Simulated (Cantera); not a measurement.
An isothermal, constant-pressure homogeneous reactor starts with H2 : O2 = 0.0092 : 1 (molar parts), at 1450 K and 0.00316 atm.

Detailed kinetics in Cantera: the H2/O2 subset of GRI-Mech 3.0, which has no nitrogen chemistry. Radical loss at walls, strong at low pressure, is not modelled.

x: mole fraction; the columns are a selection and need not sum to one.

```tsv
t (s)	x H2	x O2	x H2O	x O	x H2O2	x HO2
0.000900	0.00912	0.991	3.71e-8	1.11e-7	4.00e-11	8.88e-8
0.00172	0.00912	0.991	1.82e-7	3.20e-7	1.33e-10	1.69e-7
0.00328	0.00911	0.991	(withheld)	(withheld)	4.12e-10	(withheld)
0.00625	0.00909	0.991	1.50e-5	1.45e-5	1.13e-9	5.98e-7
0.0119	0.00768	0.990	0.00102	0.000944	1.21e-9	3.22e-7
0.0228	0.000131	0.982	0.00804	0.00778	2.32e-9	8.81e-8
0.0434	3.22e-5	0.982	0.00830	0.00806	1.75e-9	7.60e-8
0.0829	3.20e-5	0.982	0.00831	0.00802	1.75e-9	7.58e-8
0.158	3.18e-5	0.982	0.00831	0.00796	1.74e-9	7.55e-8
0.302	3.14e-5	0.982	0.00832	0.00785	1.73e-9	7.50e-8
0.576	3.06e-5	0.982	0.00833	0.00764	1.72e-9	7.41e-8
1.10	2.92e-5	0.983	0.00836	0.00727	1.69e-9	7.23e-8
2.10	2.67e-5	0.984	0.00840	0.00663	1.63e-9	6.90e-8
4.00	2.28e-5	0.985	0.00848	0.00561	1.53e-9	6.36e-8
```

### Question
What belongs in the gaps?

### Answer

- 0.00328, x H2O: 1.15e-6
- 0.00328, x O: 1.36e-6
- 0.00328, x HO2: 3.21e-7
